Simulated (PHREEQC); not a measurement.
Make-up at 25 °C: 0.0023 mol HF and 0.0012 mol (CH3)4NF per kg of water. Closed to the air; pH follows from the charge balance.

The numbers come from PHREEQC with the ion-association model, phreeqc.dat.

Each row changes one thing in this solution. This is a speciation only: nothing precipitates in the calculation.

| case | pH | ionic strength (mol/kgw) | F- (mol/kgw) | HF (mol/kgw) | HF2- (mol/kgw) |
|---|---|---|---|---|---|
| as made | 3.21 | 0.00185 | 0.00184 | 0.00164 | 1.16e-5 |
| diluted 2-fold with water | (withheld) | 0.00106 | 0.00106 | 0.000684 | 2.78e-6 |
| HF replaced by KHF2 at the same molality | 3.45 | 0.00387 | 0.00385 | 0.00190 | (withheld) |
| HF from 0.0023 to 0.00253 mol/kgw | 3.17 | 0.00190 | 0.00189 | 0.00181 | 1.31e-5 |
| HF from 0.0023 to 0.00046 mol/kgw | 3.81 | 0.00136 | 0.00136 | 0.000299 | 1.56e-6 |
| 2.6e-05 mol/kgw LiOH added | 3.21 | 0.00187 | 0.00186 | 0.00162 | 1.15e-5 |
| (CH3)4NF from 0.0012 to 0.0006 mol/kgw | (withheld) | 0.00139 | 0.00138 | 0.00150 | 7.97e-6 |
| (CH3)4NF replaced by KHF2 at the same molality | 3.06 | 0.00211 | 0.00209 | 0.00257 | 2.06e-5 |

Q: Fill in the missing entries.

A: 
- diluted 2-fold with water, pH: 3.35
- HF replaced by KHF2 at the same molality, HF2- (mol/kgw): 2.80e-5
- (CH3)4NF from 0.0012 to 0.0006 mol/kgw, pH: 3.12

Species that the database lacks are ignored. (CH3)4N+ isn't in the database: it is added as a free cation with an ion size of 4 Å.
